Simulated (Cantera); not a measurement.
An adiabatic, constant-volume homogeneous reactor starts with 6.02 % C2H4, 15.1 % O2, 56.6 % N2, 22.3 % H2O, equivalence ratio 1.2, at 1200 K and 1.50 bar.

Computed with Cantera and GRI-Mech 3.0 (53 species, 325 reactions). GRI-Mech 3.0 was tuned for natural gas; its chemistry of ethylene as a main component is partial and can be far from experiment.

Q: Predict: time of steepest temperature rise; temperature at 0.300 s; equilibrium temperature; x(O2) at 0.300 s; x(H2O) at 0.300 s; x(NO) at 0.300 s.

A: 
```
Item                                                                 Value
---------------------------------  ---------------------------------------
time of steepest temperature rise                                 0.661 ms
temperature at 0.300 s                                              2714 K
equilibrium temperature                                             2714 K
x(O2) at 0.300 s                   0.00585 (gas-phase equilibrium 0.00585)
x(H2O) at 0.300 s                      0.287 (gas-phase equilibrium 0.287)
x(NO) at 0.300 s                   0.00449 (gas-phase equilibrium 0.00449)
```
